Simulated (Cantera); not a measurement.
Feed: 1 mol SiHCl₃, 46 mol N₂, 0.88 mol HCl, held at 948.15 K and 3900 Pa.

Method: chemical equilibrium by Gibbs-energy minimisation in Cantera with the NASA 1993 tables (ideal gas, pure condensed phases). Candidate condensed phases: NH₄Cl, Si, Si₃N₄; 28 gas species. N₂ is the only nitrogen source here; it is nearly inert below about 1500 K, so the nitride shown seldom forms there in practice. Equilibrium is a limit: real reactors are often held back by kinetics, nucleation or transport.

### Question
What is the equilibrium state?

### Answer
```
Property                             Result
--------------------------------  ---------
x(N₂)                                 0.952
x(HCl)                               0.0323
x(SiCl₄)                             0.0121
x(H₂)                               0.00343
x(SiHCl₃)                           5.81e-6
x(SiCl₃)                            4.32e-6
n(Si₃N₄(s))                       0.139 mol
gas amount                        48.02 mol
log10 activity of Si(s) (absent)      -6.95
```
